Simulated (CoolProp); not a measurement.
Methanol along the isobar 847 kPa: Z from the reference equation and from simpler models built on Tc = 240.2 °C, pc = 8216 kPa, ω = 0.565; each cubic takes its own stable root.

Model: reference Helmholtz-energy equation of state, de Reuck 1993, in CoolProp.

| T (°C) | phase | reference |
|---|---|---|
| 207.35 | gas | 0.9538 |
| 211.85 | gas | 0.9559 |
| 216.35 | gas | 0.9578 |
| 220.85 | gas | 0.9597 |
| 225.35 | gas | 0.9614 |
| 229.85 | gas | 0.9630 |
| 234.35 | gas | 0.9645 |
| 238.85 | gas | 0.9659 |
| 243.35 | gas | 0.9672 |
| 247.85 | gas | 0.9684 |
| 252.35 | gas | 0.9696 |
| 256.85 | gas | 0.9707 |
| 261.35 | gas | 0.9717 |
| 265.75 | gas | 0.9727 |
| 270.25 | gas | 0.9736 |
| 274.75 | gas | 0.9744 |

Question: How far does each simpler model (van der Waals, Peng-Robinson) lie from the reference over these 16 states: mean and median of the absolute difference, and the worst?

Answer: 
- van der Waals: mean 0.3 %, median 0.2 %, worst +1.0 % at 207.35 °C and 847 kPa
- Peng-Robinson: mean 0.6 %, median 0.6 %, worst -0.6 % at 243.35 °C and 847 kPa
